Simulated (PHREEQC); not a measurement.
0.17 g of hydrous ferric oxide (600 m²/g; 0.2 weak and 0.005 strong sites per Fe, Dzombak-Morel constants, diffuse double layer) in 1 kg of water with 0.05 mol/kgw of an inert sodium salt and 0.00018 mol/kgw Ag2SO4, at 25 °C; the pH is set by adding NaOH or the inert anion's acid. O2 is buffered at 0.21 atm. CO2 from the air is kept out. No solid was allowed to form.

The series has 13 steps of pH, from 4 to 12.

Model: ion-association model, wateq4f.dat, run in PHREEQC.

Near which pH is half of the S sorbed, and on which side is more sorbed?

Near pH 5.2, with more sorbed at lower pH.

Near which pH is half of the Ag sorbed, and on which side is more sorbed?

Near pH 9.2, with more sorbed at higher pH.

Along this series the solution becomes supersaturated in solids that the run did not let form, among them Ag2O. Species that the database lacks are ignored.
